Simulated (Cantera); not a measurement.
Cantera run:

```python
import numpy as np
import cantera as ct

gas_names = """
    Electron C C+ C- CN CN+ CN- C2 C2+ C2- CCN CNC C2N2 C3 C4 C4N2 C5 N N+ N- N2 N2+ N2- Si Si+ SiC SiC2
    SiN Si2 Si2C Si2N Si3
""".split()
cond_names = """
    C(gr) Si(cr) Si(L) SiC(b) Si3N4(a)
""".split()


def load(file, names, dense=False):
    # The tables refer to 1 bar. Condensed volumes are neglected.
    table = {s.name: s for s in ct.Species.list_from_file(file)}
    out = []
    for n in names:
        d = dict(table[n].input_data)
        d["thermo"] = dict(d["thermo"], **{"reference-pressure": 1e5})
        if dense:
            d["equation-of-state"] = {"model": "constant-volume", "density": "1e6 g/cm^3"}
        out.append(ct.Species.from_dict(d))
    return out


gas = ct.Solution(thermo="ideal-gas", species=load("nasa_gas.yaml", gas_names))
cond = {s.name: ct.Solution(thermo="fixed-stoichiometry", species=[s], name=s.name)
        for s in load("nasa_condensed.yaml", cond_names, dense=True)}
atoms = {
    'SiC': {'Si': 1, 'C': 1},
    'C': {'C': 1},
    'N2': {'N': 2},
}
top_T = {'C(gr)': 4500, 'SiC(b)': 3050, 'Si3N4(a)': 2400}  # K; cautious upper limits of use, not melting points


def equilibrate(T, P, feed):
    n = {}
    for name, mol in feed.items():
        for a, k in atoms[name].items():
            n[a] = n.get(a, 0.0) + k * mol
    gas.TPX = T, P, n
    mass = sum(n.values()) * gas.mean_molecular_weight
    gas.equilibrate("TP")
    valid = [c for c in cond.values() if c.min_temp <= T <= top_T.get(c.name, c.max_temp)]
    mix = ct.Mixture([(gas, mass / gas.mean_molecular_weight)] + [(c, 0.0) for c in valid])
    mix.T, mix.P = T, P
    mix.equilibrate("TP", solver="vcs", rtol=1e-11, max_steps=5000)
    return mix


results = []
feed = {'SiC': 1, 'C': 0.0057, 'N2': 0.043}  # mol
P = 21000  # Pa
for T in [2500, 2750, 3000, 3250, 3500, 3750, 4000, 4250, 4500, 4750, 5000]:
    mix = equilibrate(T, P, feed)
    results.append((T, P, feed, dict(zip(mix.species_names, mix.species_moles))))
    x = sorted(zip(gas.X, gas.species_names), reverse=True)
    print(f"T = {T:g} K  P = {P:g} Pa  gas = {mix.phase_moles(0):.4g} mol")
    print("   x: " + "  ".join(f"{s} {v:.3e}" for v, s in x if v > 0.001))
    print("   condensed (mol): " + ("  ".join(f"{mix.phase(i).name} {mix.phase_moles(i):.4g}"
          for i in range(1, mix.n_phases) if mix.phase_moles(i) > 1e-12) or "none"))
```

Output:

```
T = 2500 K  P = 21000 Pa  gas = 0.04334 mol
   x: N2 9.918e-01  Si 5.416e-03  SiC2 1.405e-03
   condensed (mol): C(gr) 0.005909  SiC(b) 0.9996
T = 2750 K  P = 21000 Pa  gas = 0.04731 mol
   x: N2 9.070e-01  Si 5.041e-02  SiC2 2.501e-02  Si2C 1.286e-02  SiN 1.575e-03  CN 1.412e-03
   condensed (mol): C(gr) 0.007604  SiC(b) 0.995
T = 3000 K  P = 21000 Pa  gas = 0.1673 mol
   x: Si 3.216e-01  SiC2 2.713e-01  N2 2.522e-01  Si2C 1.314e-01  Si2 9.966e-03  SiN 3.996e-03  CN 3.571e-03  Si2N 1.678e-03  C3 1.486e-03  SiC 1.204e-03
   condensed (mol): C(gr) 0.03958  SiC(b) 0.8516
T = 3250 K  P = 21000 Pa  gas = 0.9929 mol
   x: SiC2 4.486e-01  Si 4.165e-01  Si2C 6.173e-02  N2 3.985e-02  C3 1.285e-02  Si2 6.349e-03  CN 4.838e-03  SiC 3.138e-03  C 1.962e-03  SiN 1.624e-03  C2 1.513e-03
   condensed (mol): none
T = 3500 K  P = 21000 Pa  gas = 1.077 mol
   x: Si 4.901e-01  SiC2 3.802e-01  C3 3.626e-02  N2 3.411e-02  Si2C 2.197e-02  CN 9.800e-03  C 9.034e-03  C2 6.360e-03  SiC 5.127e-03  Si2 3.827e-03  SiN 1.446e-03
   condensed (mol): none
T = 3750 K  P = 21000 Pa  gas = 1.182 mol
   x: Si 5.488e-01  SiC2 2.688e-01  C3 6.826e-02  C 3.108e-02  N2 2.754e-02  C2 1.850e-02  CN 1.593e-02  Si2C 7.781e-03  SiC 6.972e-03  Si2 2.328e-03  C5 1.436e-03  SiN 1.225e-03
   condensed (mol): none
T = 4000 K  P = 21000 Pa  gas = 1.325 mol
   x: Si 5.841e-01  SiC2 1.534e-01  C3 8.484e-02  C 8.195e-02  C2 3.767e-02  N2 2.105e-02  CN 2.097e-02  SiC 7.851e-03  Si2C 2.613e-03  Si2 1.398e-03  C5 1.139e-03
   condensed (mol): none
T = 4250 K  P = 21000 Pa  gas = 1.507 mol
   x: Si 5.826e-01  C 1.704e-01  C3 7.082e-02  SiC2 6.901e-02  C2 5.504e-02  CN 2.313e-02  N2 1.589e-02  SiC 7.259e-03  N 1.152e-03
   condensed (mol): none
T = 4500 K  P = 21000 Pa  gas = 1.709 mol
   x: Si 5.528e-01  C 2.812e-01  C2 5.715e-02  C3 3.851e-02  SiC2 2.398e-02  CN 2.204e-02  N2 1.267e-02  SiC 5.536e-03  N 2.211e-03  Si+ 1.084e-03
   condensed (mol): none
T = 4750 K  P = 21000 Pa  gas = 1.874 mol
   x: Si 5.205e-01  C 3.741e-01  C2 4.265e-02  CN 1.872e-02  C3 1.370e-02  N2 1.124e-02  SiC2 6.649e-03  N 4.134e-03  SiC 3.635e-03  Si+ 1.901e-03  Electron 1.831e-03
   condensed (mol): none
T = 5000 K  P = 21000 Pa  gas = 1.971 mol
   x: Si 4.996e-01  C 4.275e-01  C2 2.559e-02  CN 1.463e-02  N2 1.056e-02  N 7.436e-03  C3 3.734e-03  Si+ 3.217e-03  Electron 3.172e-03  SiC 2.227e-03  SiC2 1.663e-03
   condensed (mol): none
```

Cantera equilibrium calculation (NASA polynomials, part measured and part estimated; ideal gas, pure solids and liquids). The tables' values for SiN are old estimates; treat these amounts as uncertain.
